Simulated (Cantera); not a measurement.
**Transport properties of process gases**

Gas mixture: CO₂ = 0.77 (molar parts), at 14.3 Torr, frozen composition.

Cantera's kinetic-theory transport with the Lennard-Jones parameters of GRI-Mech 3.0, ideal gas; thermal conductivity in the mixture-averaged form.

```json
[
 {"T (K)": "400", "ρ (kg/m³)": "0.0251", "cp (J/kg/K)": "937.9", "μ (µPa s)": "19.8", "λ (mW/m/K)": "25.3", "Pr": "0.731", "D (cm²/s) OH": "22.2", "D (cm²/s) H₂": "58.3", "D (cm²/s) C₂H₂": "11.3"},
 {"T (K)": "550", "ρ (kg/m³)": "0.0183", "cp (J/kg/K)": "1047", "μ (µPa s)": "26.0", "λ (mW/m/K)": "37.2", "Pr": "0.731", "D (cm²/s) OH": "38.8", "D (cm²/s) H₂": "101", "D (cm²/s) C₂H₂": "20.3"},
 {"T (K)": "700", "ρ (kg/m³)": "0.0144", "cp (J/kg/K)": "1127", "μ (µPa s)": "31.5", "λ (mW/m/K)": "48.5", "Pr": "0.731", "D (cm²/s) OH": "58.7", "D (cm²/s) H₂": "151", "D (cm²/s) C₂H₂": "31.2"},
 {"T (K)": "850", "ρ (kg/m³)": "0.0118", "cp (J/kg/K)": "1187", "μ (µPa s)": "36.4", "λ (mW/m/K)": "59.2", "Pr": "0.731", "D (cm²/s) OH": "81.6", "D (cm²/s) H₂": "209", "D (cm²/s) C₂H₂": "43.8"},
 {"T (K)": "1000", "ρ (kg/m³)": "0.0101", "cp (J/kg/K)": "1234", "μ (µPa s)": "41.0", "λ (mW/m/K)": "69.2", "Pr": "0.731", "D (cm²/s) OH": "107", "D (cm²/s) H₂": "274", "D (cm²/s) C₂H₂": "58.0"},
 {"T (K)": "1150", "ρ (kg/m³)": "0.00875", "cp (J/kg/K)": "1269", "μ (µPa s)": "45.2", "λ (mW/m/K)": "78.6", "Pr": "0.730", "D (cm²/s) OH": "136", "D (cm²/s) H₂": "346", "D (cm²/s) C₂H₂": "73.7"},
 {"T (K)": "1300", "ρ (kg/m³)": "0.00774", "cp (J/kg/K)": "1298", "μ (µPa s)": "49.3", "λ (mW/m/K)": "87.6", "Pr": "0.730", "D (cm²/s) OH": "167", "D (cm²/s) H₂": "424", "D (cm²/s) C₂H₂": "90.7"}
]
```
D: mixture-averaged diffusion coefficient of that species in the mixture.
